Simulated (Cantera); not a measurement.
A freely propagating, adiabatic, planar premixed flame of H2 : O2 : N2 = 1 : 0.44 : 2.42 (molar parts), equivalence ratio 1.1, unburnt at 300 K and 82.5 Torr; mixture-averaged transport, grid criteria slope 0.08 and curve 0.16, no radiation.

Computed with Cantera and the H2/O2 subset of GRI-Mech 3.0, which has no nitrogen chemistry. Burning velocities carry a grid error of a few per cent, more on coarse grids.

x: mole fraction of selected species; z is measured from the peak of heat release.

```tsv
z (mm)	T (K)	u (m/s)	x H2	x O2	x HO2	x H2O2	x OH	x H
-20.8	300	1.43	0.259	0.114	<1e-8	<1e-8	<1e-8	<1e-8
-13.9	300	1.43	0.259	0.114	<1e-8	<1e-8	<1e-8	<1e-8
-10.4	300	1.43	0.259	0.114	<1e-8	<1e-8	<1e-8	<1e-8
-6.95	300	1.43	0.259	0.114	<1e-8	<1e-8	<1e-8	<1e-8
-3.47	304	1.44	0.257	0.114	1.40e-5	1.56e-6	1.33e-6	6.90e-7
-1.74	512	2.38	0.228	0.110	5.43e-5	3.40e-5	0.000592	0.00312
0	923	4.16	0.143	0.0819	1.38e-5	3.26e-7	0.000873	0.0307
1.74	1195	5.33	0.0597	0.0316	4.44e-6	4.21e-7	0.00301	0.0575
3.47	1314	5.84	0.0418	0.0172	2.17e-6	4.41e-7	0.00427	0.0579
6.95	1433	6.32	0.0416	0.0135	1.46e-6	3.73e-7	0.00546	0.0483
13.9	1556	6.81	0.0427	___	___	___	0.00642	___
27.8	1677	7.27	0.0424	0.00840	6.95e-7	1.28e-7	0.00688	0.0269
55.6	1785	7.68	0.0408	0.00583	4.48e-7	6.71e-8	0.00661	0.0182
```

Task: Some entries are withheld; supply them.

Result: 
- 13.9, x O2: 0.0110
- 13.9, x HO2: 1.03e-6
- 13.9, x H2O2: 2.37e-7
- 13.9, x H: 0.0372
